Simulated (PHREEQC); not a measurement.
Sulfide liquor: speciation

Make-up at 20 °C: 0.0027 mol/kgw NH4HS and 0.0095 mol/kgw MnCl2. Closed to the air; pH follows from the charge balance.

All values are PHREEQC results (ion-association model, wateq4f.dat), not measurements.

This is a speciation only: nothing precipitates in the calculation.

Question: Predict the pH.

Answer: pH 8.18.

Question: In which forms is S present?

Answer: HS- 95 %, H2S 5.4 % of the S.

Complexes and solids missing from the database can't appear. The polysulfide entries of wateq4f.dat were taken out for this run.
